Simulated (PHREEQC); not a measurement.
Metal-bearing waste water: speciation

Solution (20 °C): 0.0013 mol FeCl3, 0.0014 mol CuCl2 and 0.00014 mol HCl per kg of water. Closed to the air; pH follows from the charge balance.

Equilibrium calculation in PHREEQC: ion-association model, wateq4f.dat.

Each row changes one thing in this solution. No solid was allowed to form.

```tsv
case	pH	ionic strength (mol/kgw)	FeOH+2 (mol/kgw)	Fe+3 (mol/kgw)	Fe(OH)2+ (mol/kgw)	Fe2(OH)2+4 (mol/kgw)	SI of Goethite (FeOOH)	SI of Hematite (Fe2O3)
as made	2.94	0.0101	0.000759	0.000277	0.000132	4.44e-5	+5.72	+13.42
HCl from 0.00014 to 0.00028 mol/kgw	2.90	0.0103	0.000750	0.000298	[?]	4.37e-5	+5.64	+13.27
0.0012 mol/kgw LiOH added	3.36	0.00960	[?]	0.000101	0.000340	4.08e-5	+6.55	+15.09
temperature from 20 to 5 °C	3.03	0.0106	0.000595	0.000461	[?]	5.36e-5	+5.63	+13.16
CuCl2 left out	2.92	0.00591	0.000779	0.000274	0.000140	3.90e-5	+5.73	+13.45
FeCl3 from 0.0013 to 0.0065 mol/kgw	2.49	0.0370	0.00198	0.00244	0.000100	0.000548	+5.12	+12.23
diluted 5-fold with water	3.45	0.00184	0.000146	[?]	9.76e-5	1.04e-6	+6.12	+14.23
7.3e-05 mol/kgw CsOH added	2.96	0.0101	0.000763	0.000267	0.000139	4.48e-5	+5.76	+13.50
6.1e-05 mol/kgw KCl added	2.94	0.0102	0.000759	0.000277	0.000132	4.44e-5	+5.72	+13.42
```

Task: Complete the blanks.

Result: 
- HCl from 0.00014 to 0.00028 mol/kgw, Fe(OH)2+ (mol/kgw): 0.000120
- 0.0012 mol/kgw LiOH added, FeOH+2 (mol/kgw): 0.000735
- temperature from 20 to 5 °C, Fe(OH)2+ (mol/kgw): 6.86e-5
- diluted 5-fold with water, Fe+3 (mol/kgw): 1.34e-5

Some of these states are supersaturated (in Hematite (slow to form), Goethite (slow to form), Fe(OH)3(a), for instance). Away from 25 °C the constants follow the database's enthalpies or fits; those with neither stay at their 25 °C values.
